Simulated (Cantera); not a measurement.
A Cantera script and what it prints.

```python
import numpy as np
import cantera as ct

gas_names = [...]  # 113 gases of nasa_gas.yaml made of C, H, O, Ti
cond_names = """
    C(gr) C6H6(L) C7H8(L) C8H18(L),n-octa H2O(s) H2O(L) Ti(a) Ti(b) Ti(L) TiC(s) TiC(L) TiO(a) TiO(b)
    TiO(L) TiO2(ru) TiO2(L) Ti2O3(a) Ti2O3(b) Ti2O3(L) Ti3O5(a) Ti3O5(b) Ti3O5(L) Ti4O7(s) Ti4O7(L)
""".split()


# ... load() reads the species with a 1 bar reference pressure and builds the phases ...
atoms = {
    'Ti': {'Ti': 1},
    'CO2': {'C': 1, 'O': 2},
    'H2': {'H': 2},
}
top_T = {'C(gr)': 4500}  # K; cautious upper limits of use, not melting points


# ... equilibrate(T, P, feed) seeds the gas with the atoms and calls Mixture.equilibrate('TP', solver="vcs", rtol=1e-11, max_steps=5000) ...
results = []
T = 1750  # K
P = 2500  # Pa
for m in [1, 1.3, 1.8, 2.4, 3.1, 4.2, 5.5, 7.4, 9.8, 13, 17, 23]:
    feed = {'Ti': 1, 'CO2': m, 'H2': 13}  # mol
    mix = equilibrate(T, P, feed)
    results.append((T, P, feed, dict(zip(mix.species_names, mix.species_moles))))

top = {s: max(r[3][s] / sum(r[3][g] for g in gas_names) for r in results) for s in gas_names}
cols = sorted((s for s in top if top[s] > 1e-06), key=lambda s: -top[s])[:7]
seen = [c for c in cond_names if any(r[3].get(c, 0) > 1e-12 for r in results)]
print("log10 of partial pressures in bar; condensed amounts in mol")
print(f"{'n(CO2)':>10s}" + "".join(f"{s[:9]:>10s}" for s in cols + seen))
for T, P, feed, n in results:
    ng = sum(n[g] for g in gas_names)
    print(f"{feed['CO2']:10.4g}" + "".join(f"{np.log10(max(n[s] / ng * P / 1e5, 1e-99)):10.3f}" for s in cols)
          + "".join(f"{n.get(c, 0):10.4g}" for c in seen))
```

Output:

```
log10 of partial pressures in bar; condensed amounts in mol
    n(CO2)        H2        CO       CO2       H2O         H        OH    TiC(s)  TiO2(ru)  Ti2O3(b)  Ti3O5(b)  Ti4O7(s)
         1    -1.629    -2.839    -7.557    -5.787    -4.448    -9.838    0.2004         0    0.3998         0         0
       1.3    -1.642    -2.669    -7.318    -5.732    -4.454    -9.777   0.08043         0    0.4598         0         0
       1.8    -1.663    -2.519    -5.078    -3.664    -4.465    -7.698         0         0         0    0.3333         0
       2.4    -1.697    -2.416    -4.276    -2.999    -4.482    -7.016         0         0         0         0      0.25
       3.1    -1.731    -2.328    -3.953    -2.797    -4.499    -6.797         0         1         0         0         0
       4.2    -1.797    -2.236    -3.535    -2.537    -4.532    -6.504         0         1         0         0         0
       5.5    -1.873    -2.165    -3.233    -2.383    -4.570    -6.312         0         1         0         0         0
       7.4    -1.981    -2.101    -2.941    -2.262    -4.624    -6.137         0         1         0         0         0
       9.8    -2.112    -2.060    -2.692    -2.186    -4.690    -5.995         0         1         0         0         0
        13    -2.275    -2.041    -2.469    -2.144    -4.771    -5.872         0         1         0         0         0
        17    -2.455    -2.047    -2.286    -2.136    -4.861    -5.773         0         1         0         0         0
        23    -2.681    -2.080    -2.117    -2.159    -4.974    -5.684         0         1         0         0         0
```

Cantera equilibrium calculation (NASA polynomials, part measured and part estimated; ideal gas, pure solids and liquids). Mutual solubility and eutectic melting of coexisting phases are not modelled. TiC: taken at fixed stoichiometry. Condensed phases not in the tables: Magnéli phases beyond Ti4O7.
